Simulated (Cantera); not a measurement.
Feed: 1 mol SiO2, 1.5 mol MgCl2, 7.8 mol O2, at 1077 °C and 0.00133 bar.

Method: chemical equilibrium by Gibbs-energy minimisation in Cantera with the NASA 1993 tables (ideal gas, pure condensed phases). Candidate condensed phases: Mg, MgCl2, MgO, MgSiO3, Mg2SiO4, Si, SiO2; 20 gas species. Mutual solubility and eutectic melting of coexisting phases are not modelled. Condensed phases not in the tables: alloys, solid solutions and most ternary compounds. Kinetics and transport are ignored.

Q: What is the equilibrium state?

A: 
- x(O2): 0.764
- x(Cl): 0.149
- x(Cl2): 0.0812
- x(MgCl2): 0.00622
- x(ClO): 0.000144
- x(O): 1.01e-5
- n(MgSiO3(s)): 0.558 mol
- n(Mg2SiO4(s)): 0.442 mol
- gas amount: 9.268 mol
- log10 activity of Mg(l) (absent): -17.12
- log10 activity of Si(s) (absent): -23.10
